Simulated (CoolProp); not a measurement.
Vapour-liquid equilibrium of R134a (1) + R141b (2) at 331.9 K; x and y are mole fractions of (1).

Computed with CoolProp (multi-fluid Helmholtz-energy mixture model, Tillner-Roth 1994 and Lemmon 2006; pair parameters Bell 2016).

```csv
x,"bubble pressure, mixture model (MPa)","bubble pressure, Raoult's law (MPa)","y, mixture model","y, Raoult's law"
0.05,0.3309,0.3072,0.298,0.266
0.2,0.5925,0.5165,0.640,0.632
0.35,0.8202,0.7258,0.766,0.787
0.5,1.017,0.9350,0.835,0.873
0.65,1.194,1.144,0.885,0.927
0.8,1.369,1.354,0.930,0.965
0.95,1.562,1.563,0.980,0.992
```

The largest gap from Raoult's law is +14.7 % in bubble pressure, at x = 0.2. No azeotrope shows between x = 0.05 and 0.95.

Pair parameters are fitted to limited data, so mixtures are less certain than the pure fluids.
